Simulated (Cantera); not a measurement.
An isothermal, constant-pressure homogeneous reactor starts with NO : N2 = 1 : 0.11 (molar parts), at 1550 K and 1.01 bar.

Detailed kinetics in Cantera: GRI-Mech 3.0 (53 species, 325 reactions).

Predict: x(NO) at 2.00 s; x(O2) at 2.00 s; x(NO2) at 2.00 s; x(N2O) at 2.00 s; x(O) at 2.00 s; x(N2) at 2.00 s.


```
Item                                                Result
----------------  ----------------------------------------
x(NO) at 2.00 s      0.847 (gas-phase equilibrium 0.00190)
x(O2) at 2.00 s       0.0258 (gas-phase equilibrium 0.449)
x(NO2) at 2.00 s   0.00148 (gas-phase equilibrium 1.29e-5)
x(N2O) at 2.00 s  0.000251 (gas-phase equilibrium 9.65e-8)
x(O) at 2.00 s     1.42e-6 (gas-phase equilibrium 5.25e-6)
x(N2) at 2.00 s        0.126 (gas-phase equilibrium 0.549)
```
